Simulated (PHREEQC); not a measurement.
1 kg of water holding 0.015 mol/kgw Na2SO4 meets 20 L of dry gas (CO2 0.37, CH4 0.48, H2S 0.15 by moles) at fixed total pressure, at 60 °C; fugacities by Peng-Robinson. The gases take part in no redox reaction, some water evaporates into the gas, and hydrates or a liquid gas phase aren't modelled. No solid was allowed to form.

Computed with PHREEQC (ion-association model, phreeqc.dat).

```json
[
 {"P (atm)": "1", "dissolved CO2 (all carbonate carbon) (mol/kgw)": "0.00488", "φ of CO2": "0.996", "p of CO2 (atm)": "0.296", "dissolved CH4 (mol/kgw)": "0.000395", "φ of CH4": "0.999", "p of CH4 (atm)": "0.391", "dissolved H2S (mol/kgw)": "0.00557", "pH": "4.40"},
 {"P (atm)": "2", "dissolved CO2 (all carbonate carbon) (mol/kgw)": "0.0108", "φ of CO2": "0.992", "p of CO2 (atm)": "0.664", "dissolved CH4 (mol/kgw)": "0.000886", "φ of CH4": "0.998", "p of CH4 (atm)": "0.878", "dissolved H2S (mol/kgw)": "0.0123", "pH": "4.23"},
 {"P (atm)": "3", "dissolved CO2 (all carbonate carbon) (mol/kgw)": "0.0167", "φ of CO2": "0.988", "p of CO2 (atm)": "1.03", "dissolved CH4 (mol/kgw)": "0.00137", "φ of CH4": "0.996", "p of CH4 (atm)": "1.37", "dissolved H2S (mol/kgw)": "0.0190", "pH": "4.13"},
 {"P (atm)": "5", "dissolved CO2 (all carbonate carbon) (mol/kgw)": "0.0284", "φ of CO2": "0.980", "p of CO2 (atm)": "1.77", "dissolved CH4 (mol/kgw)": "0.00234", "φ of CH4": "0.994", "p of CH4 (atm)": "2.34", "dissolved H2S (mol/kgw)": "0.0320", "pH": "4.02"},
 {"P (atm)": "7.5", "dissolved CO2 (all carbonate carbon) (mol/kgw)": "0.0426", "φ of CO2": "0.971", "p of CO2 (atm)": "2.69", "dissolved CH4 (mol/kgw)": "0.00354", "φ of CH4": "0.990", "p of CH4 (atm)": "3.56", "dissolved H2S (mol/kgw)": "0.0479", "pH": "3.93"},
 {"P (atm)": "10", "dissolved CO2 (all carbonate carbon) (mol/kgw)": "0.0564", "φ of CO2": "0.962", "p of CO2 (atm)": "3.61", "dissolved CH4 (mol/kgw)": "0.00472", "φ of CH4": "0.987", "p of CH4 (atm)": "4.77", "dissolved H2S (mol/kgw)": "0.0632", "pH": "3.87"},
 {"P (atm)": "15", "dissolved CO2 (all carbonate carbon) (mol/kgw)": "0.0831", "φ of CO2": "0.943", "p of CO2 (atm)": "5.45", "dissolved CH4 (mol/kgw)": "0.00703", "φ of CH4": "0.980", "p of CH4 (atm)": "7.20", "dissolved H2S (mol/kgw)": "0.0923", "pH": "3.78"}
]
```

Constants without temperature data keep their 25 °C values here.
